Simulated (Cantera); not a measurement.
A closed system holds: 1 mol SiCl4, 1.9 mol Cl2, 11 mol H2, held at 17000 Pa.

Method: chemical equilibrium by Gibbs-energy minimisation in Cantera with the NASA 1993 tables (ideal gas, pure condensed phases). Candidate condensed phases: Si; 19 gas species. The tables' values for SiCl3 are old estimates; treat these amounts as uncertain. Equilibrium is a limit: real reactors are often held back by kinetics, nucleation or transport. All values below are at 1198 K.

Base state: H2 0.648, HCl 0.280, SiCl4 0.0655, SiHCl3 0.00408, SiCl3 0.00178, SiCl2 0.000428, SiH2Cl2 3.33e-5 (mole fractions); condensed: gas only.

Task: What changes in the equilibrium state with this change: SiCl4 replaced by Si?

Result: 
```json
[
 {"species": "H2", "before": "0.648", "after": "0.868"},
 {"species": "HCl", "before": "0.280", "after": "0.0569"},
 {"species": "SiCl4", "before": "0.0655", "after": "0.0416"},
 {"species": "SiHCl3", "before": "0.00408", "after": "0.0171"},
 {"species": "SiH3Cl", "before": "7.41e-8", "after": "1.34e-5"},
 {"species": "SiH2Cl2", "before": "3.33e-5", "after": "0.000915"},
 {"species": "Si(s), mol", "before": "0", "after": "0.0925"}
]
```
